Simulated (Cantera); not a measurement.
Cantera run:

```python
import numpy as np
import cantera as ct

gas_names = """
    CL CLO CL2 H HCL HOCL HO2 H2 H2O H2O2 O OH O2 O3
""".split()
cond_names = """
    H2O(s) H2O(L)
""".split()


# ... load() reads the species with a 1 bar reference pressure and builds the phases ...
atoms = {
    'HCl': {'H': 1, 'CL': 1},
    'O2': {'O': 2},
}
top_T = {}  # K; cautious upper limits of use, not melting points


# ... equilibrate(T, P, feed) seeds the gas with the atoms and calls Mixture.equilibrate('TP', solver="vcs", rtol=1e-11, max_steps=5000) ...
results = []
feed = {'HCl': 1, 'O2': 0.95}  # mol
P = 2700  # Pa
for T in [1700, 1900, 2100, 2300, 2500, 2700, 2900, 3100, 3300]:
    mix = equilibrate(T, P, feed)
    results.append((T, P, feed, dict(zip(mix.species_names, mix.species_moles))))
    x = sorted(zip(gas.X, gas.species_names), reverse=True)
    print(f"T = {T:g} K  P = {P:g} Pa  gas = {mix.phase_moles(0):.4g} mol")
    print("   x: " + "  ".join(f"{s} {v:.3e}" for v, s in x if v > 0.0001))
    print("   condensed (mol): " + ("  ".join(f"{mix.phase(i).name} {mix.phase_moles(i):.4g}"
          for i in range(1, mix.n_phases) if mix.phase_moles(i) > 1e-12) or "none"))
```

Output:

```
T = 1700 K  P = 2700 Pa  gas = 1.99 mol
   x: O2 4.512e-01  HCL 3.992e-01  CL 9.107e-02  H2O 5.130e-02  CL2 6.068e-03  OH 7.778e-04  CLO 1.970e-04  O 1.827e-04
   condensed (mol): none
T = 1900 K  P = 2700 Pa  gas = 2.021 mol
   x: O2 4.327e-01  HCL 3.512e-01  CL 1.391e-01  H2O 7.021e-02  OH 3.028e-03  CL2 2.146e-03  O 1.194e-03  CLO 2.455e-04
   condensed (mol): none
T = 2100 K  P = 2700 Pa  gas = 2.056 mol
   x: O2 4.103e-01  HCL 2.983e-01  CL 1.861e-01  H2O 8.883e-02  OH 8.966e-03  O 5.420e-03  CL2 8.289e-04  H2 5.002e-04  H 4.241e-04  CLO 2.752e-04
   condensed (mol): none
T = 2300 K  P = 2700 Pa  gas = 2.107 mol
   x: O2 3.804e-01  HCL 2.450e-01  CL 2.286e-01  H2O 1.009e-01  OH 2.107e-02  O 1.864e-02  H 2.676e-03  H2 2.065e-03  CL2 3.512e-04  CLO 2.868e-04
   condensed (mol): none
T = 2500 K  P = 2700 Pa  gas = 2.199 mol
   x: O2 3.365e-01  CL 2.628e-01  HCL 1.914e-01  H2O 9.943e-02  O 5.116e-02  OH 4.003e-02  H 1.205e-02  H2 6.203e-03  CLO 2.783e-04  CL2 1.591e-04
   condensed (mol): none
T = 2700 K  P = 2700 Pa  gas = 2.378 mol
   x: CL 2.837e-01  O2 2.726e-01  HCL 1.364e-01  O 1.148e-01  H2O 7.860e-02  OH 6.019e-02  H 3.998e-02  H2 1.337e-02  CLO 2.463e-04
   condensed (mol): none
T = 2900 K  P = 2700 Pa  gas = 2.695 mol
   x: CL 2.880e-01  O 2.115e-01  O2 1.915e-01  H 9.649e-02  HCL 8.285e-02  OH 6.722e-02  H2O 4.324e-02  H2 1.903e-02  CLO 1.930e-04
   condensed (mol): none
T = 3100 K  P = 2700 Pa  gas = 3.121 mol
   x: O 3.199e-01  CL 2.794e-01  H 1.656e-01  O2 1.110e-01  OH 5.226e-02  HCL 4.084e-02  H2 1.639e-02  H2O 1.445e-02  CLO 1.326e-04
   condensed (mol): none
T = 3300 K  P = 2700 Pa  gas = 3.496 mol
   x: O 4.046e-01  CL 2.686e-01  H 2.143e-01  O2 5.305e-02  OH 2.957e-02  HCL 1.739e-02  H2 9.290e-03  H2O 3.132e-03
   condensed (mol): none
```

Method: chemical equilibrium by Gibbs-energy minimisation in Cantera with the NASA 1993 tables (ideal gas, pure condensed phases).
